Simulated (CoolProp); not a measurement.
Saturated liquid density (kg/m³) of isobutane: the reference equation beside estimates from Tc = 134.7 °C, pc = 3.629 MPa, ω = 0.184. Rackett uses Z = 0.29056 − 0.08775 ω.

Model: reference Helmholtz-energy equation of state, Bücker 2006, in CoolProp.

```tsv
T (°C)	reference	Rackett	van der Waals	Redlich-Kwong	Soave-Redlich-Kwong	Peng-Robinson
-31.45	615.1	616.3	385.4	567.7	578.1	652.6
-28.65	612.2	613.3	383.6	564.7	575.3	649.5
-25.95	609.3	610.4	381.8	561.7	572.6	646.5
-23.25	606.4	607.5	380.1	558.6	569.8	643.5
-20.55	603.5	604.6	378.3	555.6	566.9	640.5
-17.75	600.4	601.5	376.4	552.3	563.9	637.2
-15.05	597.5	598.5	374.6	549.2	561.0	634.0
-12.35	594.5	595.5	372.8	546.0	558.0	630.8
-9.55	591.4	592.4	370.9	542.6	554.9	627.4
-6.85	588.4	589.3	369.0	539.4	551.8	624.1
-4.15	585.3	586.2	367.1	536.0	548.7	620.7
-1.45	582.2	583.1	365.2	532.7	545.6	617.2
1.35	579.0	579.9	363.2	529.1	542.2	613.6
```

Absolute difference from the reference over all 13 rows, mean and median: Rackett 0.2 and 0.2 %, van der Waals 37.3 and 37.3 %, Redlich-Kwong 8.1 and 8.1 %, Soave-Redlich-Kwong 6.1 and 6.1 %, Peng-Robinson 6.1 and 6.1 %.
